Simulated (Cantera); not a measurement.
Input: 1 mol SiCl4, 2.5 mol Cl2, 14 mol H2, 3.5 mol HCl, at 1473.15 K and 3600 Torr.

Equilibrium computed with Cantera from the NASA thermochemical tables; the gas is ideal and each condensed phase is pure. Candidate condensed phases: Si; 19 gas species. The tables' values for SiCl3 are old estimates; treat these amounts as uncertain. The numbers say what is thermodynamically allowed, not how fast it happens.

Base state: H2 0.539, HCl 0.413, SiCl4 0.0387, SiHCl3 0.00475, SiCl3 0.00309, SiCl2 0.000843, SiH2Cl2 9.12e-5 (mole fractions); condensed: gas only.

Q: What changes in the equilibrium state with this change: H2 from 14 to 2.8 mol?

A: 
| species | before | after |
|---|---|---|
| HCl | 0.413 | 0.868 |
| SiCl4 | 0.0387 | 0.101 |
| H2 | 0.539 | 0.0298 |
| SiH2Cl2 | 9.12e-5 | 1.64e-7 |
| SiCl2 | 0.000843 | 2.75e-5 |
| SiHCl3 | 0.00475 | 0.000325 |

Q: What changes in the equilibrium state with this change: temperature from 1473.15 K to 648 K?

A: 
```tsv
species	before	after
H2	0.539	0.548
HCl	0.413	0.405
SiCl4	0.0387	0.0476
SiCl3	0.00309	<1e-9
SiCl2	0.000843	<1e-9
```
